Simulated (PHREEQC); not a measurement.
Dissolve 0.12 mol MnSO4, 0.15 mol NiCl2, 0.0033 mol H2SO4 and 0.27 mol Na2SO4 per kg of water at 55 °C. Closed to the air; pH follows from the charge balance.

Computed with PHREEQC (ion-association model, wateq4f.dat).

Each row changes one thing in this solution. Precipitation was switched off in this run.

| case | pH | ionic strength (mol/kgw) | Na+ (mol/kgw) | Cl- (mol/kgw) | SO4-2 (mol/kgw) | NiSO4 (mol/kgw) | SI of Morenosite (NiSO4:7H2O) | SI of Mirabilite (Na2SO4:10H2O) |
|---|---|---|---|---|---|---|---|---|
| as made | 3.15 | 0.963 | 0.467 | 0.273 | 0.169 | 0.0866 | -1.26 | -2.84 |
| MnSO4 from 0.12 to 0.012 mol/kgw | 3.08 | [?] | 0.478 | 0.281 | 0.134 | 0.0777 | -1.32 | -2.89 |
| MnSO4 left out | 3.08 | 0.797 | 0.479 | 0.282 | 0.130 | 0.0766 | -1.32 | -2.90 |
| H2SO4 from 0.0033 to 0.0066 mol/kgw | 2.85 | 0.964 | 0.467 | 0.273 | 0.168 | 0.0864 | -1.26 | -2.85 |
| 0.011 mol/kgw HCl added | 2.71 | 0.966 | 0.469 | 0.282 | 0.165 | 0.0853 | -1.27 | -2.85 |
| H2SO4 from 0.0033 to 0.00066 mol/kgw | 3.85 | 0.961 | 0.466 | 0.273 | 0.170 | 0.0868 | -1.26 | -2.84 |
| NiCl2 from 0.15 to 0.015 mol/kgw | [?] | 0.810 | 0.448 | 0.0289 | 0.211 | 0.0101 | -2.19 | -2.73 |
| diluted 2-fold with water | 3.33 | 0.532 | 0.243 | 0.142 | 0.0994 | 0.0372 | -1.64 | -3.49 |

### Question
Fill in the missing entries.

### Answer

- MnSO4 from 0.12 to 0.012 mol/kgw, ionic strength (mol/kgw): 0.814
- NiCl2 from 0.15 to 0.015 mol/kgw, pH: 3.26

The ionic strength passes 0.7 mol/kgw, the rough limit of the ion-association models, in as made; MnSO4 from 0.12 to 0.012 mol/kgw; MnSO4 left out; H2SO4 from 0.0033 to 0.0066 mol/kgw; 0.011 mol/kgw HCl added; H2SO4 from 0.0033 to 0.00066 mol/kgw; NiCl2 from 0.15 to 0.015 mol/kgw. Complexes and solids missing from the database can't appear. At this temperature some constants are extrapolated from 25 °C, and those without enthalpy data are left unchanged.
